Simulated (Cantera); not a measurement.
A freely propagating, adiabatic, planar premixed flame of 31.6 % H2, 14.4 % O2, 54.0 % N2, unburnt at 475 K and 10.0 bar; mixture-averaged transport, grid criteria slope 0.08 and curve 0.16, no radiation.

Detailed kinetics in Cantera: the H2/O2 subset of GRI-Mech 3.0, which has no nitrogen chemistry. The hydrogen kinetics of GRI-Mech 3.0 are dated; newer H2 mechanisms differ, most at raised pressure. Burning velocities carry a grid error of a few per cent, more on coarse grids.

Task: Predict: laminar burning velocity; thermal thickness; peak x(HO2); peak x(OH); peak x(H2O2).

Result: 
| Property | Value |
|---|---|
| laminar burning velocity | 426 cm/s |
| thermal thickness | 0.0238 mm |
| peak x(HO2) | 0.00155 |
| peak x(OH) | 0.0146 |
| peak x(H2O2) | 0.000175 |
